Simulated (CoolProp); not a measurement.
Saturation properties of R1336mzz(Z) (Tc = 444.5 K, pc = 2904 kPa, ω = 0.386).

Values from CoolProp's reference Helmholtz-energy equation of state, McLinden 2020.

```csv
T (K),p (kPa),liquid density (kg/m³),vapour density (kg/m³),enthalpy of vaporisation (kJ/kg),liquid cp (kJ/(kg K))
265.7,17.04,1446,1.284,182.6,1.154
279.6,33.53,1412,2.425,176.7,1.183
293.4,60.85,1377,4.248,170.6,1.211
307.3,103.9,1341,7.048,164.2,1.240
321.1,167.5,1303,11.11,157.5,1.269
335,258.6,1263,16.91,150.3,1.300
348.8,382.7,1221,24.87,142.6,1.335
362.7,549.0,1176,35.80,134.1,1.374
376.5,763.4,1127,50.53,124.7,1.421
390.4,1038,1072,70.79,113.9,1.485
404.2,1379,1009,98.86,101.3,1.580
```

It boils at 306.6 K under 1 atm.
